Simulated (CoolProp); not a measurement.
Vapour-liquid equilibrium of n-pentane (1) + toluene (2) at 75.55 °C; x and y are mole fractions of (1).

Computed with CoolProp (multi-fluid Helmholtz-energy mixture model, Thol 2019 and Lemmon 2006; pair parameters Bell 2016).

Question: Give the bubble pressure and the first vapour's composition at x = 0.05, 0.2, 0.35. Is there an azeotrope?

Answer: x = 0.05: 54.86 kPa, y = 0.417; x = 0.2: 110.5 kPa, y = 0.745; x = 0.35: 156.3 kPa, y = 0.844. No azeotrope shows between x = 0.05 and 0.95.

Pair parameters are fitted to limited data, so mixtures are less certain than the pure fluids.
